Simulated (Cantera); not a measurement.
Mixture: CH₄ : CO : O₂ : N₂ = 1 : 0.16 : 1.73 : 11.1 (molar parts), equivalence ratio 1.2, at 5.00 bar, adiabatic and at constant pressure. Ignition delay is the time to a rise of 400 K.

Detailed kinetics in Cantera: GRI-Mech 3.0 (53 species, 325 reactions).

What does this change do: pressure from 5.00 bar to 10.0 bar?


```tsv
quantity	before	after
delay at 1225 K	15.7 ms	7.67 ms
delay at 1275 K	8.27 ms	4.17 ms
delay at 1325 K	4.49 ms	2.33 ms
delay at 1375 K	2.49 ms	1.33 ms
delay at 1425 K	1.41 ms	0.778 ms
delay at 1475 K	0.817 ms	0.463 ms
apparent activation energy between 1375 and 1475 K	190 kJ/mol	180 kJ/mol
```
